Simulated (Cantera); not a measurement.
Input (Python, Cantera):

```python
import numpy as np
import cantera as ct

gas = ct.Solution("gri30.yaml")
gas.TPX = 573, 470000, {'CH4': 1, 'C2H6': 0.05, 'C3H8': 0.11, 'O2': 1.6, 'N2': 6.03, 'H2O': 1.3}
inlet = ct.Reservoir(gas, clone=True)
gas.equilibrate("HP")  # start burning
reactor = ct.IdealGasConstPressureReactor(gas, energy="on", clone=False)
exhaust = ct.Reservoir(gas, clone=True)
tau = [0.067, 0.03, 0.013, 0.006, 0.0027, 0.0012, 0.00054, 0.00024, 0.00011, 4.8e-05, 2.2e-05][0]
for a, b in ((inlet, reactor), (reactor, exhaust)):
    ct.MassFlowController(a, b, mdot=lambda t: reactor.mass / tau)
net = ct.ReactorNet([reactor])
show = ['CH4', 'C2H6', 'C3H8', 'CO2', 'H2', 'C2H2']

rows = []
print(f"{'tau/s':>10s}{'T/K':>9s}" + "".join(f"{s:>11s}" for s in show))
for tau in [0.067, 0.03, 0.013, 0.006, 0.0027, 0.0012, 0.00054, 0.00024, 0.00011, 4.8e-05, 2.2e-05]:
    net.initial_time = 0.0
    net.advance(30 * tau)
    before = gas.X
    net.advance(40 * tau)
    drift = np.max(np.abs(gas.X - before) / (gas.X + 1e-9))
    rows.append([gas.T, *gas[show].X, drift])
    print(f"{tau:10.3e}{gas.T:9.1f}" + "".join(f"{x:11.3e}" for x in gas[show].X))
```

Output:

```
     tau/s      T/K        CH4       C2H6       C3H8        CO2         H2       C2H2
 6.700e-02   1843.9  6.736e-03  5.560e-06  3.203e-07  4.579e-02  8.773e-02  3.904e-03
 3.000e-02   1849.5  8.363e-03  1.110e-05  6.728e-07  4.619e-02  8.008e-02  5.227e-03
 1.300e-02   1850.3  1.008e-02  2.253e-05  1.497e-06  4.598e-02  7.246e-02  6.414e-03
 6.000e-03   1842.8  1.169e-02  4.415e-05  3.290e-06  4.472e-02  6.613e-02  7.166e-03
 2.700e-03   1819.8  1.353e-02  9.393e-05  8.143e-06  4.157e-02  6.036e-02  7.428e-03
 1.200e-03   1759.6  1.662e-02  2.443e-04  2.652e-05  3.460e-02  5.457e-02  6.688e-03
 5.400e-04    573.0  9.911e-02  4.955e-03  1.090e-02 -9.381e-18 -1.776e-17 -8.005e-19
 2.400e-04    573.0  9.911e-02  4.955e-03  1.090e-02 -5.306e-20 -1.004e-19 -4.528e-21
 1.100e-04    573.0  9.911e-02  4.955e-03  1.090e-02 -2.660e-22 -5.036e-22 -2.270e-23
 4.800e-05    573.0  9.911e-02  4.955e-03  1.090e-02 -3.976e-24 -7.526e-24 -3.393e-25
 2.200e-05    573.0  9.911e-02  4.955e-03  1.090e-02 -1.586e-25 -3.002e-25 -1.353e-26
```

Computed with Cantera and GRI-Mech 3.0 (53 species, 325 reactions).
